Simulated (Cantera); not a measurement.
Feed: 1 mol n-butane, 0.0088 mol O₂, 7.3 mol H₂, 0.042 mol CO₂, held at 1323.15 K and 101000 Pa.

Cantera equilibrium calculation (NASA polynomials, part measured and part estimated; ideal gas, pure solids and liquids). Candidate condensed phases: C, C₆H₆, C₇H₈, C₈H₁₈, H₂O; 110 gas species. Rates play no part.

Base state: H₂ 0.985, CO 0.00819, CH₄ 0.00668, H₂O 5.98e-5 (mole fractions); condensed: C(graphite).

### Question
What changes in the equilibrium state with this change: temperature from 1323.15 K to 2173 K?

### Answer
```json
[
 {"species": "H₂", "before": "0.985", "after": "0.985"},
 {"species": "CO", "before": "0.00819", "after": "0.00817"},
 {"species": "H", "before": "1.57e-6", "after": "0.00476"},
 {"species": "CH₄", "before": "0.00668", "after": "0.000274"},
 {"species": "C₂H₂ (acetylene)", "before": "8.15e-7", "after": "0.00217"},
 {"species": "CH₃", "before": "2.10e-7", "after": "2.55e-5"},
 {"species": "H₂O", "before": "5.98e-5", "after": "5.08e-7"},
 {"species": "C(graphite), mol", "before": "3.86", "after": "3.88"}
]
```
